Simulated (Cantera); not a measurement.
A closed system holds: 1 mol Si, 0.71 mol CO₂, 24 mol H₂, held at 90.0 Torr.

Equilibrium computed with Cantera from the NASA thermochemical tables; the gas is ideal and each condensed phase is pure. Candidate condensed phases: C, C₆H₆, C₇H₈, C₈H₁₈, H₂O, Si, SiC, SiO₂; 123 gas species. Mutual solubility and eutectic melting of coexisting phases are not modelled. The tables hold silica as quartz up to 1696 K and as liquid above; real silica turns to tridymite and cristobalite and melts near 1996 K. Kinetics and transport are ignored. All values below are at 1223 K.

Base state: H₂ 0.998, CH₄ 0.00159, CO 0.000802 (mole fractions); condensed: C(graphite) + SiC(s) + SiO₂(β-quartz).

Question: What changes in the equilibrium state with this change: pressure from 90.0 Torr to 0.0390 Torr?

Answer: 
```csv
species,before,after
H₂,0.998,0.982
CO,0.000802,0.0130
SiO,3.76e-7,0.00454
CH₄,0.00159,2.45e-8
H,8.67e-7,4.13e-5
"C(graphite), mol",0.353,0
"SiC(s), mol",0.300,0.393
"SiO₂(β-quartz), mol",0.700,0.496
```
